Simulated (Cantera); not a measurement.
A Cantera script and what it prints.

```python
import numpy as np
import cantera as ct

gas_names = [...]  # 92 gases of nasa_gas.yaml made of C, H, N
cond_names = """
    C(gr) C6H6(L) C7H8(L) C8H18(L),n-octa
""".split()


# ... load() reads the species with a 1 bar reference pressure and builds the phases ...
atoms = {
    'C2H6': {'C': 2, 'H': 6},
    'NH3': {'N': 1, 'H': 3},
    'N2': {'N': 2},
}
top_T = {'C(gr)': 4500}  # K; cautious upper limits of use, not melting points


# ... equilibrate(T, P, feed) seeds the gas with the atoms and calls Mixture.equilibrate('TP', solver="vcs", rtol=1e-11, max_steps=5000) ...
results = []
feed = {'C2H6': 1, 'NH3': 0.79, 'N2': 16}  # mol
P = 690  # Pa
for T in [950, 1150, 1350, 1550, 1750, 1950, 2150, 2350, 2550, 2750]:
    mix = equilibrate(T, P, feed)
    results.append((T, P, feed, dict(zip(mix.species_names, mix.species_moles))))

top = {s: max(r[3][s] / sum(r[3][g] for g in gas_names) for r in results) for s in gas_names}
cols = sorted((s for s in top if top[s] > 0.001), key=lambda s: -top[s])[:5]
seen = [c for c in cond_names if any(r[3].get(c, 0) > 1e-12 for r in results)]
print("log10 of partial pressures in bar; condensed amounts in mol")
print(f"{'T/K':>10s}" + "".join(f"{s[:9]:>10s}" for s in cols + seen))
for T, P, feed, n in results:
    ng = sum(n[g] for g in gas_names)
    print(f"{T:10.4g}" + "".join(f"{np.log10(max(n[s] / ng * P / 1e5, 1e-99)):10.3f}" for s in cols)
          + "".join(f"{n.get(c, 0):10.4g}" for c in seen))
```

Output:

```
log10 of partial pressures in bar; condensed amounts in mol
       T/K        N2         H        H2       HCN        CN     C(gr)
       950    -2.260   -10.681    -2.853    -8.208   -20.014     1.999
      1150    -2.260    -8.554    -2.853    -6.935   -15.813         2
      1350    -2.260    -7.049    -2.853    -6.044   -12.863     1.997
      1550    -2.260    -5.929    -2.854    -5.385   -10.680     1.987
      1750    -2.261    -5.062    -2.857    -4.879    -9.001     1.958
      1950    -2.263    -4.374    -2.867    -4.484    -7.670     1.892
      2150    -2.268    -3.822    -2.895    -4.174    -6.592     1.767
      2350    -2.278    -3.386    -2.964    -3.944    -5.702     1.571
      2550    -2.297    -3.060    -3.109    -3.800    -4.958     1.309
      2750    -2.322    -2.850    -3.370    -3.749    -4.329    0.8367
```

These are equilibrium values from Cantera (NASA tables, ideal gas, pure condensed phases), not measurements of a reactor.
